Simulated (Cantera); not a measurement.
A Cantera script and its output.

```python
import numpy as np
import cantera as ct

gas = ct.Solution("h2o2.yaml")
gas.TPX = 525, 340000, {'H2': 1, 'O2': 0.238, 'N2': 0.895}
flame = ct.FreeFlame(gas, width=0.017)
flame.set_refine_criteria(ratio=3, slope=0.08, curve=0.16)
flame.transport_model = "mixture-averaged"
flame.solve(loglevel=0, auto=True)
flame.transport_model = "multicomponent"
flame.soret_enabled = True
flame.solve(loglevel=0, refine_grid=True)
z, T = flame.grid, flame.T
thick = (T[-1] - T[0]) / np.gradient(T, z).max()
show = ['H2', 'O2', 'O', 'HO2', 'H2O', 'OH']
print(f"laminar burning velocity  {flame.velocity[0] * 100:.3f} cm/s")
print(f"burnt temperature         {T[-1]:.1f} K")
print(f"thermal thickness         {thick * 1e3:.4f} mm")
print(f"grid points               {len(z)}")
z0 = z[flame.heat_release_rate.argmax()]
print(f"{'z/mm':>9s}{'T/K':>9s}{'u/(m/s)':>9s}" + "".join(f"{s:>11s}" for s in show))
rows = []
for k in (-3, -2, -1.5, -1, -0.5, -0.25, 0, 0.25, 0.5, 1, 2, 4, 8):
    zz = z0 + k * thick
    rows.append([k * thick, np.interp(zz, z, T), np.interp(zz, z, flame.velocity),
                 *(np.interp(zz, z, flame.X[gas.species_index(s)]) for s in show)])
    print(f"{rows[-1][0] * 1e3:9.3f}{rows[-1][1]:9.1f}{rows[-1][2]:9.3f}" + "".join(f"{x:11.3e}" for x in rows[-1][3:]))
```

Output:

```
laminar burning velocity  686.654 cm/s
burnt temperature         2205.0 K
thermal thickness         0.0865 mm
grid points               115
     z/mm      T/K  u/(m/s)         H2         O2          O        HO2        H2O         OH
   -0.259    525.0    6.867  4.688e-01  1.116e-01  3.115e-13  1.427e-11  7.651e-11  6.521e-15
   -0.173    525.0    6.866  4.688e-01  1.116e-01  2.206e-11  8.509e-10  3.673e-09  4.617e-13
   -0.130    525.0    6.866  4.687e-01  1.116e-01  4.691e-10  1.833e-08  6.563e-08  9.841e-12
   -0.086    525.6    6.859  4.675e-01  1.119e-01  2.690e-08  1.483e-06  3.711e-06  8.084e-10
   -0.043    581.0    7.302  4.430e-01  1.154e-01  1.422e-05  5.486e-04  2.348e-03  9.064e-05
   -0.022    881.6   10.743  4.044e-01  1.060e-01  2.970e-04  4.764e-04  3.060e-02  8.624e-04
    0.000   1285.6   15.459  3.393e-01  7.214e-02  1.784e-03  2.067e-04  1.014e-01  1.828e-03
    0.022   1563.3   18.734  2.742e-01  3.014e-02  2.363e-03  7.968e-05  1.812e-01  3.260e-03
    0.043   1703.0   20.365  2.457e-01  9.359e-03  1.484e-03  2.392e-05  2.214e-01  3.714e-03
    0.086   1823.7   21.708  2.400e-01  1.126e-03  7.326e-04  2.808e-06  2.387e-01  3.824e-03
    0.173   1930.4   22.836  2.475e-01  2.147e-04  4.456e-04  6.321e-07  2.426e-01  3.542e-03
    0.346   2025.5   23.809  2.557e-01  1.011e-04  2.359e-04  3.284e-07  2.453e-01  2.879e-03
    0.692   2099.7   24.546  2.621e-01  4.401e-05  1.036e-04  1.553e-07  2.477e-01  2.063e-03
```

Cantera simulation using the H2/O2 subset of GRI-Mech 3.0, which has no nitrogen chemistry; the numbers are that mechanism's predictions, not measurements. The hydrogen kinetics of GRI-Mech 3.0 are dated; newer H2 mechanisms differ, most at raised pressure. Burning velocities carry a grid error of a few per cent, more on coarse grids.
